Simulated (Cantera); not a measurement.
Adiabatic ignition

An adiabatic, constant-volume homogeneous reactor starts with 33.1 % CO, 5.62 % H2, 11.4 % O2, 42.7 % N2, 7.28 % H2O, at 1325 K and 750 Torr.

Computed with Cantera and GRI-Mech 3.0 (53 species, 325 reactions).

```json
[
 {"t (s)": "7.00e-6", "T (K)": "1325", "P (bar)": "1.00", "x CO": "0.331", "x H2": "0.0562", "x O2": "0.114", "x H2O2": "1.41e-10", "x N2O": "<1e-12", "x OH": "5.31e-8"},
 {"t (s)": "1.90e-5", "T (K)": "1325", "P (bar)": "1.00", "x CO": "0.331", "x H2": "0.0562", "x O2": "0.114", "x H2O2": "6.68e-9", "x N2O": "7.32e-12", "x OH": "2.30e-6"},
 {"t (s)": "5.15e-5", "T (K)": "1661", "P (bar)": "1.24", "x CO": "0.277", "x H2": "0.0140", "x O2": "0.0610", "x H2O2": "1.33e-6", "x N2O": "8.38e-8", "x OH": "0.00862"},
 {"t (s)": "0.000140", "T (K)": "2670", "P (bar)": "1.86", "x CO": "0.199", "x H2": "0.0196", "x O2": "0.0179", "x H2O2": "1.76e-7", "x N2O": "2.05e-7", "x OH": "0.0182"},
 {"t (s)": "0.000378", "T (K)": "2835", "P (bar)": "1.96", "x CO": "0.192", "x H2": "0.0178", "x O2": "0.0126", "x H2O2": "2.31e-7", "x N2O": "3.51e-7", "x OH": "0.0161"},
 {"t (s)": "0.00103", "T (K)": "2829", "P (bar)": "1.95", "x CO": "0.193", "x H2": "0.0180", "x O2": "0.0117", "x H2O2": "2.21e-7", "x N2O": "3.76e-7", "x OH": "0.0155"},
 {"t (s)": "0.00278", "T (K)": "2825", "P (bar)": "1.95", "x CO": "0.193", "x H2": "0.0181", "x O2": "0.0112", "x H2O2": "2.14e-7", "x N2O": "4.03e-7", "x OH": "0.0152"},
 {"t (s)": "0.00755", "T (K)": "2824", "P (bar)": "1.95", "x CO": "0.193", "x H2": "0.0181", "x O2": "0.0111", "x H2O2": "2.14e-7", "x N2O": "4.05e-7", "x OH": "0.0152"},
 {"t (s)": "0.0205", "T (K)": "2824", "P (bar)": "1.95", "x CO": "0.193", "x H2": "0.0181", "x O2": "0.0111", "x H2O2": "2.14e-7", "x N2O": "4.05e-7", "x OH": "0.0152"},
 {"t (s)": "0.0555", "T (K)": "2824", "P (bar)": "1.95", "x CO": "0.193", "x H2": "0.0181", "x O2": "0.0111", "x H2O2": "2.14e-7", "x N2O": "4.05e-7", "x OH": "0.0152"},
 {"t (s)": "0.150", "T (K)": "2824", "P (bar)": "1.95", "x CO": "0.193", "x H2": "0.0181", "x O2": "0.0111", "x H2O2": "2.14e-7", "x N2O": "4.05e-7", "x OH": "0.0152"},
 {"t (s)": "0.408", "T (K)": "2824", "P (bar)": "1.95", "x CO": "0.193", "x H2": "0.0181", "x O2": "0.0111", "x H2O2": "2.14e-7", "x N2O": "4.05e-7", "x OH": "0.0152"},
 {"t (s)": "1.11", "T (K)": "2824", "P (bar)": "1.95", "x CO": "0.193", "x H2": "0.0181", "x O2": "0.0111", "x H2O2": "2.14e-7", "x N2O": "4.05e-7", "x OH": "0.0152"},
 {"t (s)": "3.00", "T (K)": "2824", "P (bar)": "1.95", "x CO": "0.193", "x H2": "0.0181", "x O2": "0.0111", "x H2O2": "2.14e-7", "x N2O": "4.05e-7", "x OH": "0.0152"}
]
```
x: mole fraction; the columns are a selection and need not sum to one.

```
Property                                                           Value
---------------------------------  -------------------------------------
time of steepest temperature rise                                52.4 µs
temperature at 3.00 s                                             2824 K
equilibrium temperature                                           2824 K
x(CO) at 3.00 s                      0.193 (gas-phase equilibrium 0.193)
x(H2) at 3.00 s                    0.0181 (gas-phase equilibrium 0.0181)
x(O2) at 3.00 s                    0.0111 (gas-phase equilibrium 0.0111)
```
